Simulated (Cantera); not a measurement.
# Thermodynamics of silicon oxide and oxynitride deposition, feed SiCl₄ + N₂O + N₂

Charge: 1 mol SiCl₄, 1.1 mol N₂O, 100 mol N₂, equilibrated at 60.0 Pa.

Cantera equilibrium calculation (NASA polynomials, part measured and part estimated; ideal gas, pure solids and liquids). Candidate condensed phases: Si, SiO₂, Si₂N₂O, Si₃N₄; 23 gas species. The tables' values for SiCl₃, SiO₂ are old estimates; treat these amounts as uncertain. The tables hold silica as quartz up to 1696 K and as liquid above; real silica turns to tridymite and cristobalite and melts near 1996 K. Kinetics and transport are ignored.

```csv
T (K),x N₂,x Cl,x SiO,x Cl₂,x SiCl₄,x SiCl₃,x SiCl₂,n SiO₂(β-quartz),n SiO₂(condensed)
1048,0.983,0.00302,<1e-12,0.00919,0.00438,5.47e-9,<1e-12,0.550,0
1148,0.981,0.00870,<1e-12,0.00632,0.00436,9.63e-8,2.35e-11,0.550,0
1248,0.977,0.0160,1.25e-10,0.00263,0.00435,1.41e-6,3.30e-9,0.550,0
1348,0.975,0.0199,5.92e-8,0.000675,0.00432,1.87e-5,4.07e-7,0.550,0
1448,0.974,0.0212,1.50e-5,0.000162,0.00411,0.000188,3.15e-5,0.549,0
1548,0.970,0.0253,0.00112,6.00e-5,0.00236,0.000742,0.000651,0.492,0
1648,0.956,0.0364,0.00748,3.80e-5,7.80e-5,0.000108,0.000327,0.154,0
1748,0.954,0.0377,0.00848,1.41e-5,5.43e-8,3.71e-7,4.53e-6,0,0.1000
1848,0.954,0.0377,0.00858,5.51e-6,6.19e-11,1.81e-9,7.86e-8,0,0.0872
1948,0.952,0.0377,0.00936,2.35e-6,<1e-12,5.52e-11,7.46e-9,0,0
2048,0.952,0.0377,0.00939,1.09e-6,<1e-12,9.67e-12,3.64e-9,0,0
2148,0.952,0.0377,0.00941,5.45e-7,<1e-12,2.31e-12,2.20e-9,0,0
```
x: gas mole fraction; n: condensed amount in mol.

From 1048 K to 1648 K the condensed part is SiO₂(β-quartz). From 1748 K to 1848 K the condensed part is SiO₂(condensed). From 1948 K to 2148 K nothing is condensed. The main Si-bearing gas is SiCl₄ at 1048 K and SiO at 2148 K.
